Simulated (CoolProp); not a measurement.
Model: reference Helmholtz-energy equation of state, Younglove 1994, in CoolProp. It is a modified Benedict-Webb-Rubin equation, recast in Helmholtz form.

**Question.** Give the vapour pressure (MPa), enthalpy of vaporisation (kJ/kg), vapour Z, vapour viscosity (µPa s) of saturated R123 at 252.1, 266.9 K.

**Answer.** 
| T (K) | p (MPa) | enthalpy of vaporisation (kJ/kg) | vapour Z | vapour viscosity (µPa s) |
|---|---|---|---|---|
| 252.1 | 0.0113 | 190 | 0.991 | 9.05 |
| 266.9 | 0.0243 | 184 | 0.984 | 9.61 |

Viscosity comes from a separate model (Tanaka 1996).
